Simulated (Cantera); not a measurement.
Feed: 1 mol HI, 1.5 mol H₂, 0.61 mol O₂, 0.038 mol H₂O, at 1575 °C and 0.740 bar.

Cantera equilibrium calculation (NASA polynomials, part measured and part estimated; ideal gas, pure solids and liquids). Candidate condensed phases: H₂O, I₂; 12 gas species. The numbers say what is thermodynamically allowed, not how fast it happens.

Base state: H₂O 0.434, I 0.247, H₂ 0.223, HI 0.0922, I₂ 0.00284, H 0.000291, OH 4.18e-5 (mole fractions); condensed: gas only.

Task: What changes in the equilibrium state with this change: pressure from 0.740 bar to 64.0 bar?

Result: 
```json
[
 {"species": "H₂O", "before": "0.434", "after": "0.476"},
 {"species": "HI", "before": "0.0922", "after": "0.245"},
 {"species": "H₂", "before": "0.223", "after": "0.172"},
 {"species": "I", "before": "0.247", "after": "0.0805"},
 {"species": "I₂", "before": "0.00284", "after": "0.0261"},
 {"species": "H", "before": "0.000291", "after": "2.75e-5"},
 {"species": "OH", "before": "4.18e-5", "after": "5.60e-6"}
]
```
The ideal-gas law is rough above about 30 bar.

Task: What changes in the equilibrium state with this change: HI replaced by H₂S?

Result: 
```tsv
species	before	after
H₂O	0.434	0.409
H₂	0.223	0.360
S₂	0	0.112
I	0.247	0
H₂S	0	0.0955
HI	0.0922	0
SH	0	0.00994
SO₂	0	0.00894
SO	0	0.00316
I₂	0.00284	0
S₂O	0	0.000796
```
Further candidate phases: H₂SO₄, S.
